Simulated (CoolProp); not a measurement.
A single-stage vapour-compression cycle with propyne: evaporating at 287.15 K (dew point), condensing at 329.15 K (bubble point), superheat 2 K, subcooling 5 K, compressor efficiency 0.8, no pressure losses. Each further row changes one setting.

Values from CoolProp's reference Helmholtz-energy equation of state, Polt 1992. This equation is an older, rougher fit; its heat capacities, sound speeds and derivatives of the liquid may be far off and weren't checked against measurements.

```tsv
case	cooling COP	pressure ratio	discharge temperature (K)	refrigerating effect (kJ/kg)	volumetric capacity (kJ/m³)
as stated	4.77	3.13	351.9	394	3010
evaporating temperature 292.15 K	5.60	2.69	349.0	399	?
condensing temperature 324.15 K	5.54	2.78	344.9	407	3110
subcooling 10 K	4.93	3.13	351.9	407	3110
superheat 12 K	4.75	3.13	?	?	3000
compressor efficiency 0.7	4.18	3.13	357.7	394	3010
```

Problem. Some entries are withheld; supply them.

Solution. 
- evaporating temperature 292.15 K, volumetric capacity (kJ/m³): 3530
- superheat 12 K, discharge temperature (K): 362.4
- superheat 12 K, refrigerating effect (kJ/kg): 411
